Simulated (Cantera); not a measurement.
What does this Cantera script print?

```python
import numpy as np
import cantera as ct

gas = ct.Solution("gri30.yaml")
gas.TPX = 1250, 500000, {'CO': 1, 'H2': 0.051, 'CH4': 0.068, 'O2': 0.727, 'N2': 7.27}
reactor = ct.IdealGasConstPressureReactor(gas, energy="on", clone=False)
net = ct.ReactorNet([reactor])
net.rtol, net.atol = 1e-08, 1e-16
show = ['CO', 'H2', 'CH4', 'CH2CO', 'O', 'O2', 'NO']
times = np.geomspace(2e-06, 3, 12)

steps = ct.SolutionArray(gas, extra=["t"])
rows = []
print(f"{'t/s':>10s}{'T/K':>9s}{'P/Pa':>11s}" + "".join(f"{s:>11s}" for s in show))
for t in times:
    while net.time < t:
        t_next = net.step()
        steps.append(gas.state, t=t_next)
    rows.append([np.interp(t, steps.t, y) for y in (steps.T, steps.P, *steps(*show).X.T)])
    print(f"{t:10.3e}{rows[-1][0]:9.1f}{rows[-1][1]:11.4g}" + "".join(f"{x:11.3e}" for x in rows[-1][2:]))
rate = np.gradient(steps.T, steps.t)
print("integrator steps:", len(steps.t))
if steps.T.max() > steps.T[0] + 200:
    print(f"time of steepest temperature rise: {steps.t[rate.argmax()]:.4e} s")
gas.TPX = 1250, 500000, {'CO': 1, 'H2': 0.051, 'CH4': 0.068, 'O2': 0.727, 'N2': 7.27}
gas.equilibrate("HP")
print(f"equilibrium (HP): T = {gas.T:.1f} K  " + "  ".join(f"{s} {gas[s].X[0]:.3e}" for s in show))
```

Result:

```
       t/s      T/K       P/Pa         CO         H2        CH4      CH2CO          O         O2         NO
 2.000e-06   1250.0      5e+05  1.097e-01  5.595e-03  7.459e-03  5.810e-15  5.965e-09  7.975e-02  3.168e-18
 7.286e-06   1250.0      5e+05  1.097e-01  5.595e-03  7.459e-03  2.435e-13  1.480e-08  7.975e-02  3.750e-17
 2.654e-05   1250.0      5e+05  1.097e-01  5.594e-03  7.459e-03  1.262e-11  5.197e-08  7.975e-02  6.517e-16
 9.670e-05   1250.8      5e+05  1.096e-01  5.567e-03  7.382e-03  4.638e-08  4.379e-06  7.965e-02  3.092e-12
 3.523e-04   2100.2      5e+05  2.321e-02  8.167e-04  3.303e-17  3.506e-18  1.780e-03  1.823e-02  7.106e-05
 1.283e-03   2235.3      5e+05  7.746e-03  2.514e-04 -1.440e-16 -8.604e-20  3.109e-04  1.107e-02  1.805e-04
 4.675e-03   2257.6      5e+05  4.939e-03  1.599e-04  6.166e-19  7.357e-21  1.746e-04  9.676e-03  3.495e-04
 1.703e-02   2257.1      5e+05  4.874e-03  1.580e-04  1.845e-19  6.987e-21  1.680e-04  9.413e-03  8.231e-04
 6.205e-02   2254.3      5e+05  4.924e-03  1.600e-04  1.940e-19  7.047e-21  1.605e-04  8.888e-03  1.940e-03
 2.260e-01   2251.9      5e+05  4.970e-03  1.619e-04  2.027e-19  7.113e-21  1.543e-04  8.450e-03  2.879e-03
 8.235e-01   2251.7      5e+05  4.973e-03  1.620e-04  2.034e-19  7.119e-21  1.539e-04  8.420e-03  2.943e-03
 3.000e+00   2251.7      5e+05  4.973e-03  1.620e-04  2.034e-19  7.119e-21  1.539e-04  8.420e-03  2.943e-03
integrator steps: 1825
time of steepest temperature rise: 2.3131e-04 s
equilibrium (HP): T = 2251.7 K  CO 4.973e-03  H2 1.620e-04  CH4 2.813e-19  CH2CO 8.910e-21  O 1.539e-04  O2 8.420e-03  NO 2.943e-03
```

Model: GRI-Mech 3.0 (53 species, 325 reactions), integrated in Cantera.
